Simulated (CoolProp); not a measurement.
Vapour-liquid equilibrium of CHF3 (R23) (1) + R134a (2) at -17.65 °C; x and y are mole fractions of (1).

Model: multi-fluid Helmholtz-energy mixture model, Penoncello 2003 and Tillner-Roth 1994; pair parameters Bell 2016, in CoolProp.

```json
[
 {"x": "0.05", "bubble pressure, mixture model (kPa)": "203.2", "bubble pressure, Raoult's law (kPa)": "214.5", "y, mixture model": "0.299", "y, Raoult's law": "0.350"},
 {"x": "0.15", "bubble pressure, mixture model (kPa)": "317.5", "bubble pressure, Raoult's law (kPa)": "349.8", "y, mixture model": "0.581", "y, Raoult's law": "0.643"},
 {"x": "0.25", "bubble pressure, mixture model (kPa)": "434.8", "bubble pressure, Raoult's law (kPa)": "485.2", "y, mixture model": "0.719", "y, Raoult's law": "0.773"},
 {"x": "0.35", "bubble pressure, mixture model (kPa)": "556.4", "bubble pressure, Raoult's law (kPa)": "620.6", "y, mixture model": "0.801", "y, Raoult's law": "0.846"},
 {"x": "0.45", "bubble pressure, mixture model (kPa)": "683.0", "bubble pressure, Raoult's law (kPa)": "756.0", "y, mixture model": "0.856", "y, Raoult's law": "0.893"},
 {"x": "0.55", "bubble pressure, mixture model (kPa)": "815.3", "bubble pressure, Raoult's law (kPa)": "891.4", "y, mixture model": "0.897", "y, Raoult's law": "0.926"},
 {"x": "0.65", "bubble pressure, mixture model (kPa)": "953.9", "bubble pressure, Raoult's law (kPa)": "1027", "y, mixture model": "0.928", "y, Raoult's law": "0.950"},
 {"x": "0.75", "bubble pressure, mixture model (kPa)": "1099", "bubble pressure, Raoult's law (kPa)": "1162", "y, mixture model": "0.952", "y, Raoult's law": "0.968"},
 {"x": "0.85", "bubble pressure, mixture model (kPa)": "1252", "bubble pressure, Raoult's law (kPa)": "1298", "y, mixture model": "0.973", "y, Raoult's law": "0.983"},
 {"x": "0.95", "bubble pressure, mixture model (kPa)": "1415", "bubble pressure, Raoult's law (kPa)": "1433", "y, mixture model": "0.991", "y, Raoult's law": "0.995"}
]
```

The largest gap from Raoult's law is -10.4 % in bubble pressure, at x = 0.25. No azeotrope shows between x = 0.05 and 0.95.

The pair parameters rest on a limited set of measurements; away from them the model extrapolates.
